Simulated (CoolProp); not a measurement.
Saturation properties of ethanol (Tc = 514.7 K, pc = 6.268 MPa, ω = 0.644).

Computed with CoolProp (reference Helmholtz-energy equation of state, Schroeder 2014).

```tsv
T (K)	p (MPa)	enthalpy of vaporisation (kJ/kg)	liquid cp (kJ/(kg K))	vapour viscosity (µPa s)
243.4	0.0001479	972.6	2.093	7.06
250.2	0.0002696	966.7	2.126	7.28
256.9	0.0004705	960.8	2.161	7.49
263.7	0.0008019	954.7	2.200	7.70
270.4	0.001317	948.5	2.240	7.91
277.2	0.002120	942.1	2.283	8.12
283.9	0.003305	935.5	2.329	8.33
290.7	0.005066	928.6	2.378	8.54
297.5	0.007595	921.4	2.430	8.75
304.2	0.01109	914.0	2.483	8.96
311	0.01599	906.1	2.540	9.17
317.7	0.02252	898.0	2.599	9.37
324.5	0.03137	889.3	2.661	9.58
331.2	0.04281	880.2	2.725	9.78
338	0.05784	870.6	2.792	9.98
```

It boils at 351.6 K under 1 atm.

Viscosity comes from a separate model (Kiselev 2005).
